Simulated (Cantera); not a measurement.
A Cantera script and its output.

```python
import numpy as np
import cantera as ct

gas = ct.Solution("gri30.yaml")
gas.TPX = 1275, 3300, {'N2O': 1, 'H2O': 0.11}
reactor = ct.IdealGasConstPressureReactor(gas, energy="off", clone=False)
net = ct.ReactorNet([reactor])
net.rtol, net.atol = 1e-08, 1e-18
show = ['N2O', 'H2O', 'H', 'HO2', 'NO']
times = np.geomspace(0.0003, 4, 12)

steps = ct.SolutionArray(gas, extra=["t"])
rows = []
print(f"{'t/s':>10s}{'T/K':>9s}{'P/Pa':>11s}" + "".join(f"{s:>11s}" for s in show))
for t in times:
    while net.time < t:
        t_next = net.step()
        steps.append(gas.state, t=t_next)
    rows.append([np.interp(t, steps.t, y) for y in (steps.T, steps.P, *steps(*show).X.T)])
    print(f"{t:10.3e}{rows[-1][0]:9.1f}{rows[-1][1]:11.4g}" + "".join(f"{x:11.3e}" for x in rows[-1][2:]))
rate = np.gradient(steps.T, steps.t)
print("integrator steps:", len(steps.t))
if steps.T.max() > steps.T[0] + 200:
    print(f"time of steepest temperature rise: {steps.t[rate.argmax()]:.4e} s")
gas.TPX = 1275, 3300, {'N2O': 1, 'H2O': 0.11}
gas.equilibrate("TP")
print(f"equilibrium (TP): T = {gas.T:.1f} K  " + "  ".join(f"{s} {gas[s].X[0]:.3e}" for s in show))
```

Result:

```
       t/s      T/K       P/Pa        N2O        H2O          H        HO2         NO
 3.000e-04   1275.0       3300  9.009e-01  9.910e-02  6.699e-10  3.421e-08  2.237e-06
 7.114e-04   1275.0       3300  9.008e-01  9.909e-02  2.558e-09  2.805e-07  7.226e-06
 1.687e-03   1275.0       3300  9.007e-01  9.908e-02  6.797e-09  1.734e-06  1.945e-05
 4.000e-03   1275.0       3300  9.003e-01  9.906e-02  1.455e-08  6.979e-06  4.816e-05
 9.486e-03   1275.0       3300  8.995e-01  9.902e-02  2.096e-08  1.218e-05  1.135e-04
 2.250e-02   1275.0       3300  8.975e-01  9.895e-02  2.280e-08  1.122e-05  2.581e-04
 5.334e-02   1275.0       3300  8.928e-01  9.879e-02  2.351e-08  9.385e-06  5.793e-04
 1.265e-01   1275.0       3300  8.818e-01  9.842e-02  2.252e-08  7.527e-06  1.316e-03
 3.000e-01   1275.0       3300  8.565e-01  9.756e-02  2.072e-08  5.445e-06  3.064e-03
 7.113e-01   1275.0       3300  8.009e-01  9.567e-02  1.965e-08  3.339e-06  7.082e-03
 1.687e+00   1275.0       3300  6.877e-01  9.180e-02  2.013e-08  1.697e-06  1.538e-02
 4.000e+00   1275.0       3300  4.930e-01  8.515e-02  2.309e-08  6.967e-07  2.960e-02
integrator steps: 1065
equilibrium (TP): T = 1275.0 K  N2O 3.939e-09  H2O 6.831e-02  H 7.912e-10  HO2 1.389e-08  NO 3.638e-04
```

Detailed kinetics in Cantera: GRI-Mech 3.0 (53 species, 325 reactions). GRI-Mech 3.0 was tuned for natural gas; its chemistry of N2O as a main component is partial and can be far from experiment. Radical loss at walls, strong at low pressure, is not modelled. The mechanism lacks the step 2 NO + O2 → 2 NO2, which can matter for NO2 below about 1400 K. The temperature is held fixed by assumption; the heat of reaction is taken as removed at once.
